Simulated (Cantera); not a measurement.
An adiabatic, constant-pressure homogeneous reactor starts with CH4 : O2 : N2 : H2O = 1 : 1.18 : 4.42 : 0.72 (molar parts), equivalence ratio 1.7, at 1100 K and 3750 Torr. Integrator tolerance rtol = 1e-08.

Model: GRI-Mech 3.0 (53 species, 325 reactions), integrated in Cantera.

### Question
What does this change do: O2 1.18 to 1.5 parts?

### Answer
```csv
quantity,before,after
time of steepest temperature rise,53.1 ms,38.2 ms
temperature at 0.100 s,2262 K,2625 K
equilibrium temperature,2262 K,2625 K
x(CH4) at 0.100 s,1.30e-10 (gas-phase equilibrium 1.48e-10),2.07e-12 (gas-phase equilibrium 2.40e-12)
x(O2) at 0.100 s,2.25e-6 (gas-phase equilibrium 2.25e-6),0.000550 (gas-phase equilibrium 0.000550)
x(H2O) at 0.100 s,0.222 (gas-phase equilibrium 0.222),0.272 (gas-phase equilibrium 0.272)
x(C2H4) at 0.100 s,<1e-12 (gas-phase equilibrium <1e-12),<1e-12 (gas-phase equilibrium <1e-12)
x(N2O) at 0.100 s,4.12e-9 (gas-phase equilibrium 4.07e-9),1.24e-7 (gas-phase equilibrium 1.24e-7)
x(OH) at 0.100 s,0.000363 (gas-phase equilibrium 0.000363),0.00525 (gas-phase equilibrium 0.00525)
x(CH2) at 0.100 s,<1e-12 (gas-phase equilibrium <1e-12),<1e-12 (gas-phase equilibrium <1e-12)
```

### Question
What does this change do: N2 4.42 to 12 parts?

### Answer
```tsv
quantity	before	after
time of steepest temperature rise	53.1 ms	not reached
temperature at 0.100 s	2262 K	1109 K
equilibrium temperature	2262 K	1754 K
x(CH4) at 0.100 s	1.30e-10 (gas-phase equilibrium 1.48e-10)	0.0656 (gas-phase equilibrium 7.19e-10)
x(O2) at 0.100 s	2.25e-6 (gas-phase equilibrium 2.25e-6)	0.0781 (gas-phase equilibrium 7.86e-10)
x(H2O) at 0.100 s	0.222 (gas-phase equilibrium 0.222)	0.0496 (gas-phase equilibrium 0.111)
x(C2H4) at 0.100 s	<1e-12 (gas-phase equilibrium <1e-12)	3.14e-5 (gas-phase equilibrium <1e-12)
x(N2O) at 0.100 s	4.12e-9 (gas-phase equilibrium 4.07e-9)	1.09e-9 (gas-phase equilibrium 2.72e-11)
x(OH) at 0.100 s	0.000363 (gas-phase equilibrium 0.000363)	9.42e-9 (gas-phase equilibrium 2.86e-6)
x(CH2) at 0.100 s	<1e-12 (gas-phase equilibrium <1e-12)	1.51e-12 (gas-phase equilibrium <1e-12)
```
